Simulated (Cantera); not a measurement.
An adiabatic, constant-pressure homogeneous reactor starts with CH₄ : O₂ : N₂ : H₂O = 1 : 1.11 : 4.18 : 0.93 (molar parts), at 1525 K and 4130 Torr. Integrator tolerance rtol = 1e-08.

Model: GRI-Mech 3.0 (53 species, 325 reactions), integrated in Cantera.

Q: What does this change do: pressure from 4130 Torr to 3150 Torr?

A: 
| quantity | before | after |
|---|---|---|
| time of steepest temperature rise | 0.441 ms | 0.551 ms |
| temperature at 8.00 s | 2522 K | 2517 K |
| equilibrium temperature | 2522 K | 2517 K |
| x(CH₄) at 8.00 s | 6.67e-11 (gas-phase equilibrium 7.57e-11) | 3.95e-11 (gas-phase equilibrium 4.49e-11) |
| x(O₂) at 8.00 s | 2.87e-5 (gas-phase equilibrium 2.87e-5) | 3.60e-5 (gas-phase equilibrium 3.60e-5) |
| x(H₂O) at 8.00 s | 0.234 (gas-phase equilibrium 0.234) | 0.233 (gas-phase equilibrium 0.233) |
| x(CO) at 8.00 s | 0.0944 (gas-phase equilibrium 0.0944) | 0.0943 (gas-phase equilibrium 0.0943) |
| x(C₂H₂) at 8.00 s | <1e-12 (gas-phase equilibrium <1e-12) | <1e-12 (gas-phase equilibrium <1e-12) |

Q: What does this change do: CH4 1 to 0.44 parts?

A: 
| quantity | before | after |
|---|---|---|
| time of steepest temperature rise | 0.441 ms | 0.292 ms |
| temperature at 8.00 s | 2522 K | 2606 K |
| equilibrium temperature | 2522 K | 2606 K |
| x(CH₄) at 8.00 s | 6.67e-11 (gas-phase equilibrium 7.57e-11) | <1e-12 (gas-phase equilibrium <1e-12) |
| x(O₂) at 8.00 s | 2.87e-5 (gas-phase equilibrium 2.87e-5) | 0.0326 (gas-phase equilibrium 0.0326) |
| x(H₂O) at 8.00 s | 0.234 (gas-phase equilibrium 0.234) | 0.255 (gas-phase equilibrium 0.255) |
| x(CO) at 8.00 s | 0.0944 (gas-phase equilibrium 0.0944) | 0.00849 (gas-phase equilibrium 0.00849) |
| x(C₂H₂) at 8.00 s | <1e-12 (gas-phase equilibrium <1e-12) | <1e-12 (gas-phase equilibrium <1e-12) |

Q: What does this change do: constant volume in place of constant pressure?

A: 
| quantity | before | after |
|---|---|---|
| time of steepest temperature rise | 0.441 ms | 0.400 ms |
| temperature at 8.00 s | 2522 K | 2763 K |
| equilibrium temperature | 2522 K | 2763 K |
| x(CH₄) at 8.00 s | 6.67e-11 (gas-phase equilibrium 7.57e-11) | 1.13e-10 (gas-phase equilibrium 1.29e-10) |
| x(O₂) at 8.00 s | 2.87e-5 (gas-phase equilibrium 2.87e-5) | 0.000117 (gas-phase equilibrium 0.000117) |
| x(H₂O) at 8.00 s | 0.234 (gas-phase equilibrium 0.234) | 0.232 (gas-phase equilibrium 0.232) |
| x(CO) at 8.00 s | 0.0944 (gas-phase equilibrium 0.0944) | 0.0959 (gas-phase equilibrium 0.0959) |
| x(C₂H₂) at 8.00 s | <1e-12 (gas-phase equilibrium <1e-12) | <1e-12 (gas-phase equilibrium <1e-12) |
